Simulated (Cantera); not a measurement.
Input: 1 mol C2H6, 0.082 mol CO2, 3.5 mol H2, held at 2100 °C and 101000 Pa.

Equilibrium computed with Cantera from the NASA thermochemical tables; the gas is ideal and each condensed phase is pure. Candidate condensed phases: C, C6H6, C7H8, C8H18, H2O; 110 gas species. The numbers say what is thermodynamically allowed, not how fast it happens.

### Question
What is the equilibrium state?

### Answer
```
Item                    Result
-------------------  ---------
x(H2)                    0.956
x(CO)                   0.0244
x(H)                    0.0136
x(C2H2 (acetylene))    0.00588
x(CH4)                0.000173
x(CH3)                 4.54e-5
x(C4H2)                1.49e-5
x(C2H4)                6.65e-6
x(C2H)                 4.52e-6
n(C(graphite))        1.84 mol
gas amount           6.708 mol
```
